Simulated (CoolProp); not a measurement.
Diethyl ether along the isotherm 237.05 °C: fugacity coefficient from the reference equation and from simpler models built on Tc = 194.7 °C, pc = 3717 kPa, ω = 0.282; each cubic takes its own stable root.

The numbers come from the reference Helmholtz-energy equation of state, Thol 2014 in CoolProp.

```csv
p (kPa),phase,reference
17.6,gas,0.9988
36.2,gas,0.9976
74.4,gas,0.9950
153,gas,0.9898
314,gas,0.9791
644,gas,0.9572
1320,gas,0.9126
2720,gas,0.8212
5580,supercritical,0.6400
```

Problem. How far does each simpler model (van der Waals, Soave-Redlich-Kwong, Peng-Robinson) lie from the reference over these 9 states: mean and median of the absolute difference, and the worst?

Solution. 
- van der Waals: mean 0.2 %, median 0.1 %, worst -0.7 % at 237.05 °C and 5580 kPa
- Soave-Redlich-Kwong: mean 0.3 %, median 0.0 %, worst +2.0 % at 237.05 °C and 5580 kPa
- Peng-Robinson: mean 0.8 %, median 0.3 %, worst -2.4 % at 237.05 °C and 5580 kPa
